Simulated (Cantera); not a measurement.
BN + H₂ (nitride etching)

Feed: 1 mol BN, 17 mol H₂, equilibrated at 5.60 mbar.

These are equilibrium values from Cantera (NASA tables, ideal gas, pure condensed phases), not measurements of a reactor. Candidate condensed phases: B, BN; 15 gas species. Mutual solubility and eutectic melting of coexisting phases are not modelled. The tables' values for BH₂ are old estimates; treat these amounts as uncertain. Kinetics and transport are ignored.

From 1148 K to 1598 K the condensed part is BN(s). From 1648 K to 1798 K the condensed part is B(s) + BN(s).

```json
[
 {"T (K)": "1148", "log p H₂": "-2.25", "log p H": "-8.27", "log p N₂": "-10.83", "log p BH₂": "-10.72", "log p BH₃": "-10.95", "n BN(s)": "1.00", "n B(s)": "0"},
 {"T (K)": "1198", "log p H₂": "-2.25", "log p H": "-7.85", "log p N₂": "-10.30", "log p BH₂": "-10.14", "log p BH₃": "-10.56", "n BN(s)": "1.00", "n B(s)": "0"},
 {"T (K)": "1248", "log p H₂": "-2.25", "log p H": "-7.46", "log p N₂": "-9.81", "log p BH₂": "-9.61", "log p BH₃": "-10.21", "n BN(s)": "1.000", "n B(s)": "0"},
 {"T (K)": "1298", "log p H₂": "-2.25", "log p H": "-7.10", "log p N₂": "-9.35", "log p BH₂": "-9.12", "log p BH₃": "-9.89", "n BN(s)": "1.000", "n B(s)": "0"},
 {"T (K)": "1348", "log p H₂": "-2.25", "log p H": "-6.76", "log p N₂": "-8.92", "log p BH₂": "-8.67", "log p BH₃": "-9.60", "n BN(s)": "1.000", "n B(s)": "0"},
 {"T (K)": "1398", "log p H₂": "-2.25", "log p H": "-6.45", "log p N₂": "-8.52", "log p BH₂": "-8.26", "log p BH₃": "-9.32", "n BN(s)": "1.000", "n B(s)": "0"},
 {"T (K)": "1448", "log p H₂": "-2.25", "log p H": "-6.16", "log p N₂": "-8.15", "log p BH₂": "-7.87", "log p BH₃": "-9.07", "n BN(s)": "1.000", "n B(s)": "0"},
 {"T (K)": "1498", "log p H₂": "-2.25", "log p H": "-5.89", "log p N₂": "-7.79", "log p BH₂": "-7.51", "log p BH₃": "-8.84", "n BN(s)": "1.000", "n B(s)": "0"},
 {"T (K)": "1548", "log p H₂": "-2.25", "log p H": "-5.64", "log p N₂": "-7.46", "log p BH₂": "-7.18", "log p BH₃": "-8.62", "n BN(s)": "1.000", "n B(s)": "0"},
 {"T (K)": "1598", "log p H₂": "-2.25", "log p H": "-5.40", "log p N₂": "-7.15", "log p BH₂": "-6.87", "log p BH₃": "-8.42", "n BN(s)": "1.000", "n B(s)": "0"},
 {"T (K)": "1648", "log p H₂": "-2.25", "log p H": "-5.18", "log p N₂": "-6.70", "log p BH₂": "-6.65", "log p BH₃": "-8.31", "n BN(s)": "0.999", "n B(s)": "0.000511"},
 {"T (K)": "1698", "log p H₂": "-2.25", "log p H": "-4.97", "log p N₂": "-6.24", "log p BH₂": "-6.47", "log p BH₃": "-8.23", "n BN(s)": "0.996", "n B(s)": "0.00247"},
 {"T (K)": "1748", "log p H₂": "-2.25", "log p H": "-4.77", "log p N₂": "-5.80", "log p BH₂": "-6.30", "log p BH₃": "-8.15", "n BN(s)": "0.990", "n B(s)": "0.00809"},
 {"T (K)": "1798", "log p H₂": "-2.25", "log p H": "-4.58", "log p N₂": "-5.39", "log p BH₂": "-6.15", "log p BH₃": "-8.08", "n BN(s)": "0.975", "n B(s)": "0.0228"}
]
```
log p: log10 of the partial pressure in bar; n: condensed amount in mol.
